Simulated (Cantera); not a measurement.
An adiabatic, constant-volume homogeneous reactor starts with H2 : O2 : N2 : NO = 1 : 1.14 : 4.27 : 0.03 (molar parts), at 1700 K and 45000 Pa. Integrator tolerance rtol = 1e-08.

Computed with Cantera and GRI-Mech 3.0 (53 species, 325 reactions).

Problem. What does this change do: pressure from 45000 Pa to 500000 Pa?

Solution. 
```csv
quantity,before,after
time of steepest temperature rise,18.0 µs,1.70 µs
temperature at 0.300 s,2656 K,2780 K
equilibrium temperature,2656 K,2780 K
x(H2) at 0.300 s,0.00708 (gas-phase equilibrium 0.00708),0.00369 (gas-phase equilibrium 0.00369)
x(O2) at 0.300 s,0.0919 (gas-phase equilibrium 0.0919),0.0925 (gas-phase equilibrium 0.0925)
x(NO) at 0.300 s,0.0186 (gas-phase equilibrium 0.0186),0.0225 (gas-phase equilibrium 0.0225)
x(OH) at 0.300 s,0.0247 (gas-phase equilibrium 0.0247),0.0193 (gas-phase equilibrium 0.0193)
x(HO2) at 0.300 s,1.21e-5 (gas-phase equilibrium 1.21e-5),3.05e-5 (gas-phase equilibrium 3.05e-5)
x(O) at 0.300 s,0.0112 (gas-phase equilibrium 0.0112),0.00556 (gas-phase equilibrium 0.00556)
x(H) at 0.300 s,0.00500 (gas-phase equilibrium 0.00500),0.00169 (gas-phase equilibrium 0.00169)
```
The hydrogen kinetics of GRI-Mech 3.0 are dated; newer H2 mechanisms differ, most at raised pressure.

Problem. What does this change do: O2 1.14 to 0.8 parts?

Solution. 
```json
[
 {"quantity": "time of steepest temperature rise", "before": "18.0 µs", "after": "20.6 µs"},
 {"quantity": "temperature at 0.300 s", "before": "2656 K", "after": "2697 K"},
 {"quantity": "equilibrium temperature", "before": "2656 K", "after": "2697 K"},
 {"quantity": "x(H2) at 0.300 s", "before": "0.00708 (gas-phase equilibrium 0.00708)", "after": "0.0122 (gas-phase equilibrium 0.0122)"},
 {"quantity": "x(O2) at 0.300 s", "before": "0.0919 (gas-phase equilibrium 0.0919)", "after": "0.0453 (gas-phase equilibrium 0.0453)"},
 {"quantity": "x(NO) at 0.300 s", "before": "0.0186 (gas-phase equilibrium 0.0186)", "after": "0.0143 (gas-phase equilibrium 0.0143)"},
 {"quantity": "x(OH) at 0.300 s", "before": "0.0247 (gas-phase equilibrium 0.0247)", "after": "0.0234 (gas-phase equilibrium 0.0234)"},
 {"quantity": "x(HO2) at 0.300 s", "before": "1.21e-5 (gas-phase equilibrium 1.21e-5)", "after": "7.98e-6 (gas-phase equilibrium 7.98e-6)"},
 {"quantity": "x(O) at 0.300 s", "before": "0.0112 (gas-phase equilibrium 0.0112)", "after": "0.00934 (gas-phase equilibrium 0.00934)"},
 {"quantity": "x(H) at 0.300 s", "before": "0.00500 (gas-phase equilibrium 0.00500)", "after": "0.00765 (gas-phase equilibrium 0.00765)"}
]
```

Problem. What does this change do: pressure from 45000 Pa to 690000 Pa?

Solution. 
```
quantity                                                            before                                    after
---------------------------------  ---------------------------------------  ---------------------------------------
time of steepest temperature rise                                  18.0 µs                                  1.23 µs
temperature at 0.300 s                                              2656 K                                   2794 K
equilibrium temperature                                             2656 K                                   2794 K
x(H2) at 0.300 s                   0.00708 (gas-phase equilibrium 0.00708)  0.00332 (gas-phase equilibrium 0.00332)
x(O2) at 0.300 s                     0.0919 (gas-phase equilibrium 0.0919)    0.0926 (gas-phase equilibrium 0.0926)
x(NO) at 0.300 s                     0.0186 (gas-phase equilibrium 0.0186)    0.0229 (gas-phase equilibrium 0.0229)
x(OH) at 0.300 s                     0.0247 (gas-phase equilibrium 0.0247)    0.0184 (gas-phase equilibrium 0.0184)
x(HO2) at 0.300 s                  1.21e-5 (gas-phase equilibrium 1.21e-5)  3.42e-5 (gas-phase equilibrium 3.42e-5)
x(O) at 0.300 s                      0.0112 (gas-phase equilibrium 0.0112)  0.00498 (gas-phase equilibrium 0.00498)
x(H) at 0.300 s                    0.00500 (gas-phase equilibrium 0.00500)  0.00143 (gas-phase equilibrium 0.00143)
```
The hydrogen kinetics of GRI-Mech 3.0 are dated; newer H2 mechanisms differ, most at raised pressure.
